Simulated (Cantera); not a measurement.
## Adiabatic ignition

An adiabatic, constant-pressure homogeneous reactor starts with H2 : O2 : N2 = 1 : 0.455 : 1.71 (molar parts), equivalence ratio 1.1, at 975 K and 39000 Pa.

Cantera simulation using the H2/O2 subset of GRI-Mech 3.0, which has no nitrogen chemistry; the numbers are that mechanism's predictions, not measurements.

```
t (s)     T (K)    x H2     x O2       x H      x OH     x H2O    x H2O2
--------  -----  ------  -------  --------  --------  --------  --------
6.00e-6     975   0.316    0.144  3.78e-11    <1e-12  3.52e-12    <1e-12
1.23e-5     975   0.316    0.144  8.30e-11  2.00e-12  1.92e-11    <1e-12
2.54e-5     975   0.316    0.144  2.07e-10  5.48e-12  1.06e-10    <1e-12
5.22e-5     975   0.316    0.144  6.78e-10  1.88e-11  6.59e-10    <1e-12
0.000107    975   0.316    0.144   4.22e-9  1.19e-10   6.25e-9  6.63e-12
0.000221    975   0.316    0.144   1.28e-7   3.61e-9   2.20e-7  1.95e-10
0.000455    976   0.316    0.144  0.000170   6.85e-6  0.000342   3.72e-7
0.000935   2312  0.0655   0.0158    0.0388    0.0243     0.251   1.21e-7
0.00192    2603  0.0566  0.00929    0.0188    0.0215     0.280   1.39e-7
0.00396    2636  0.0552  0.00850    0.0168    0.0207     0.283   1.52e-7
0.00814    2636  0.0552  0.00849    0.0168    0.0207     0.283   1.52e-7
0.0168     2636  0.0552  0.00849    0.0168    0.0207     0.283   1.52e-7
0.0345     2636  0.0552  0.00849    0.0168    0.0207     0.283   1.52e-7
0.0709     2636  0.0552  0.00849    0.0168    0.0207     0.283   1.52e-7
0.146      2636  0.0552  0.00849    0.0168    0.0207     0.283   1.52e-7
0.300      2636  0.0552  0.00849    0.0168    0.0207     0.283   1.52e-7
```
x: mole fraction; the columns are a selection and need not sum to one.

```json
{
 "time_of_steepest_temperature_rise": "0.591 ms",
 "temperature at 0.300 s": "2636 K",
 "equilibrium_temperature": "2636 K",
 "x(H2) at 0.300 s": "0.0552 (gas-phase equilibrium 0.0552)",
 "x(O2) at 0.300 s": "0.00849 (gas-phase equilibrium 0.00849)",
 "x(H) at 0.300 s": "0.0168 (gas-phase equilibrium 0.0168)"
}
```
